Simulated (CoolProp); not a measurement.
Propyne along the isotherm 4.85 °C: fugacity coefficient from the reference equation and from simpler models built on Tc = 129.6 °C, pc = 5658 kPa, ω = 0.204; each cubic takes its own stable root.

Values from CoolProp's reference Helmholtz-energy equation of state, Polt 1992. This equation is an older, rougher fit; its heat capacities, sound speeds and derivatives of the liquid may be far off and weren't checked against measurements.

```csv
p (kPa),phase,reference
257,gas,0.9458
514,liquid,0.5703
771,liquid,0.3828
1030,liquid,0.2886
1290,liquid,0.2320
1540,liquid,0.1957
1800,liquid,0.1686
2060,liquid,0.1483
2310,liquid,0.1332
2570,liquid,0.1205
2830,liquid,0.1102
```

Q: How far does each simpler model (Redlich-Kwong, Soave-Redlich-Kwong) lie from the reference over these 11 states: mean and median of the absolute difference, and the worst?

A: 
- Redlich-Kwong: mean 36.3 %, median 39.7 %, worst +40.4 % at 4.85 °C and 2830 kPa
- Soave-Redlich-Kwong: mean 0.7 %, median 0.7 %, worst +1.0 % at 4.85 °C and 2830 kPa
